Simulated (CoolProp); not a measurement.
The numbers come from the reference Helmholtz-energy equation of state, Zhou 2012 in CoolProp.

For ethylbenzene, give the phase and the Z, cp (kJ/(kg K)), cv (kJ/(kg K)), speed of sound (m/s) at 600.1 K and 0.776 MPa; 600.1 K and 5.43 MPa.


- 600.1 K and 0.776 MPa: gas; Z 0.911, cp 2.30, cv 2.18, speed of sound 202
- 600.1 K and 5.43 MPa: liquid; Z 0.219, cp 3.02, cv 2.28, speed of sound 311
